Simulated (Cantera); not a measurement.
Charge: 1 mol C, 0.35 mol H2, equilibrated at 1550 K and 1.33 mbar.

Cantera equilibrium calculation (NASA polynomials, part measured and part estimated; ideal gas, pure solids and liquids). Candidate condensed phases: C, C6H6, C7H8, C8H18; 76 gas species. Kinetics and transport are ignored.

Base state: H2 0.999, H 0.000862, C2H2 (acetylene) 1.60e-5 (mole fractions); condensed: C(graphite).

What changes in the equilibrium state with this change: temperature from 1550 K to 2350 K?


```json
[
 {"species": "H2", "before": "0.999", "after": "0.708"},
 {"species": "H", "before": "0.000862", "after": "0.287"},
 {"species": "C2H2 (acetylene)", "before": "1.60e-5", "after": "0.00391"},
 {"species": "C2H", "before": "<1e-9", "after": "8.11e-5"},
 {"species": "C3", "before": "<1e-9", "after": "3.10e-5"},
 {"species": "C(graphite), mol", "before": "1.000", "after": "0.997"}
]
```

What changes in the equilibrium state with this change: pressure from 1.33 mbar to 0.650 bar?


```csv
species,before,after
H2,0.999,0.999
CH4,2.71e-6,0.00132
H,0.000862,3.90e-5
C2H2 (acetylene),1.60e-5,1.60e-5
"C(graphite), mol",1.000,1.000
```
